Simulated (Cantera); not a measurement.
Cantera run:

```python
import numpy as np
import cantera as ct

gas_names = """
    Ca CaCL CaCL2 Ca2 CL CL2 N N2
""".split()
cond_names = """
    Ca(a) Ca(b) Ca(L) CaCL2(s) CaCL2(L)
""".split()


# ... load() reads the species with a 1 bar reference pressure and builds the phases ...
atoms = {
    'CaCl2': {'Ca': 1, 'CL': 2},
    'N2': {'N': 2},
}
top_T = {}  # K; cautious upper limits of use, not melting points


# ... equilibrate(T, P, feed) seeds the gas with the atoms and calls Mixture.equilibrate('TP', solver="vcs", rtol=1e-11, max_steps=5000) ...
results = []
feed = {'CaCl2': 1, 'N2': 1.8}  # mol
P = 75  # Pa
for T in [700, 850, 1000, 1150, 1300, 1450, 1600, 1750, 1900, 2050]:
    mix = equilibrate(T, P, feed)
    results.append((T, P, feed, dict(zip(mix.species_names, mix.species_moles))))
    x = sorted(zip(gas.X, gas.species_names), reverse=True)
    print(f"T = {T:g} K  P = {P:g} Pa  gas = {mix.phase_moles(0):.4g} mol")
    print("   x: " + "  ".join(f"{s} {v:.3e}" for v, s in x if v > 0.0001))
    print("   condensed (mol): " + ("  ".join(f"{mix.phase(i).name} {mix.phase_moles(i):.4g}"
          for i in range(1, mix.n_phases) if mix.phase_moles(i) > 1e-12) or "none"))
```

Result:

```
T = 700 K  P = 75 Pa  gas = 1.8 mol
   x: N2 1.000e+00
   condensed (mol): CaCL2(s) 1
T = 850 K  P = 75 Pa  gas = 1.8 mol
   x: N2 1.000e+00
   condensed (mol): CaCL2(s) 1
T = 1000 K  P = 75 Pa  gas = 1.8 mol
   x: N2 1.000e+00
   condensed (mol): CaCL2(s) 0.9999
T = 1150 K  P = 75 Pa  gas = 1.805 mol
   x: N2 9.972e-01  CaCL2 2.787e-03
   condensed (mol): CaCL2(L) 0.995
T = 1300 K  P = 75 Pa  gas = 1.95 mol
   x: N2 9.230e-01  CaCL2 7.701e-02
   condensed (mol): CaCL2(L) 0.8498
T = 1450 K  P = 75 Pa  gas = 2.8 mol
   x: N2 6.428e-01  CaCL2 3.571e-01
   condensed (mol): none
T = 1600 K  P = 75 Pa  gas = 2.801 mol
   x: N2 6.427e-01  CaCL2 3.568e-01  CL 2.372e-04  CaCL 2.330e-04
   condensed (mol): none
T = 1750 K  P = 75 Pa  gas = 2.803 mol
   x: N2 6.421e-01  CaCL2 3.556e-01  CL 1.150e-03  CaCL 1.093e-03
   condensed (mol): none
T = 1900 K  P = 75 Pa  gas = 2.812 mol
   x: N2 6.400e-01  CaCL2 3.514e-01  CL 4.413e-03  CaCL 3.911e-03  Ca 2.513e-04
   condensed (mol): none
T = 2050 K  P = 75 Pa  gas = 2.84 mol
   x: N2 6.338e-01  CaCL2 3.395e-01  CL 1.414e-02  CaCL 1.113e-02  Ca 1.507e-03
   condensed (mol): none
```

Cantera equilibrium calculation (NASA polynomials, part measured and part estimated; ideal gas, pure solids and liquids).
